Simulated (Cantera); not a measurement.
**Catalytic combustion on Pt**

An isothermal plug-flow reactor at 848 K and 0.987 atm (inlet), inlet velocity 0.13 m/s, active area per volume 1400 1/m; feed CH4 : O2 : N2 : H2O = 0.0021 : 0.064 : 0.79 : 0.01 (molar parts).

Cantera simulation using Deutschmann's 1995 Pt surface mechanism with GRI-Mech 3.0 gas chemistry; the numbers are that mechanism's predictions, not measurements. Catalytic surfaces can have several steady states; this one follows from the mechanism file's or the stated starting coverage. Mass transfer to the wall is taken as infinitely fast.

```csv
z (m),x CH4,x O2,x H2O,x CO2,x CO,θ free Pt,θ O*,θ OH*
0.00012,0.00241,0.0739,0.0116,1.83e-5,4.33e-7,0.0707,0.927,0.00231
0.0002,0.00239,0.0738,0.0116,3.06e-5,4.77e-7,0.0707,0.927,0.00231
0.00033,0.00237,0.0738,0.0116,5.06e-5,4.86e-7,0.0707,0.927,0.00232
0.00055,0.00234,0.0737,0.0117,8.41e-5,4.81e-7,0.0707,0.927,0.00232
0.00091,0.00229,0.0736,0.0118,0.000138,4.70e-7,0.0707,0.927,0.00233
0.0015,0.00220,0.0734,0.0120,0.000224,4.52e-7,0.0708,0.927,0.00235
0.0025,0.00206,0.0732,0.0123,0.000362,4.24e-7,0.0709,0.927,0.00238
0.0042,0.00185,0.0727,0.0127,0.000578,3.80e-7,0.0710,0.927,0.00242
0.0071,0.00153,0.0721,0.0133,0.000897,3.14e-7,0.0712,0.926,0.00249
0.012,0.00110,0.0713,0.0142,0.00132,2.28e-7,0.0714,0.926,0.00257
```
x: gas mole fraction; θ: surface coverage.
